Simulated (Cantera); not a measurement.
A Cantera script and its output.

```python
import numpy as np
import cantera as ct

gas = ct.Solution("gri30.yaml")
gas.TPX = 1898, 130, {'C3H8': 1, 'H2': 1.3}
inlet = ct.Reservoir(gas, clone=True)

reactor = ct.IdealGasConstPressureReactor(gas, energy="off", clone=False)
exhaust = ct.Reservoir(gas, clone=True)
tau = [1.2, 0.52, 0.23, 0.098, 0.043, 0.018, 0.008, 0.0035][0]
for a, b in ((inlet, reactor), (reactor, exhaust)):
    ct.MassFlowController(a, b, mdot=lambda t: reactor.mass / tau)
net = ct.ReactorNet([reactor])
show = ['C3H8', 'H2', 'C2H4', 'C2H', 'CH3']

rows = []
print(f"{'tau/s':>10s}{'T/K':>9s}" + "".join(f"{s:>11s}" for s in show))
for tau in [1.2, 0.52, 0.23, 0.098, 0.043, 0.018, 0.008, 0.0035]:
    net.initial_time = 0.0
    net.advance(30 * tau)
    before = gas.X
    net.advance(40 * tau)
    drift = np.max(np.abs(gas.X - before) / (gas.X + 1e-9))
    rows.append([gas.T, *gas[show].X, drift])
    print(f"{tau:10.3e}{gas.T:9.1f}" + "".join(f"{x:11.3e}" for x in gas[show].X))
```

Output:

```
     tau/s      T/K       C3H8         H2       C2H4        C2H        CH3
 1.200e+00   1898.0  5.001e-05  6.840e-01  9.229e-04  2.768e-05  4.977e-03
 5.200e-01   1898.0  1.152e-04  6.702e-01  2.005e-03  2.849e-05  7.684e-03
 2.300e-01   1898.0  2.590e-04  6.520e-01  4.168e-03  2.967e-05  1.162e-02
 9.800e-02   1898.0  6.050e-04  6.271e-01  8.727e-03  3.101e-05  1.767e-02
 4.300e-02   1898.0  1.380e-03  5.972e-01  1.730e-02  3.194e-05  2.604e-02
 1.800e-02   1898.0  3.330e-03  5.599e-01  3.412e-02  3.169e-05  3.855e-02
 8.000e-03   1898.0  7.650e-03  5.221e-01  6.037e-02  2.901e-05  5.478e-02
 3.500e-03   1898.0  1.814e-02  4.848e-01  9.767e-02  2.228e-05  7.707e-02
```

Model: GRI-Mech 3.0 (53 species, 325 reactions), integrated in Cantera. GRI-Mech 3.0 was tuned for natural gas; its chemistry of propane as a main component is partial and can be far from experiment. GRI-Mech 3.0 stops at C3 and has no aromatics, soot or wall deposition, so with more carbon than oxygen in the feed, carbon stays in small species such as C2H2 where larger ones or solid carbon would form. Radical loss at walls, strong at low pressure, is not modelled.
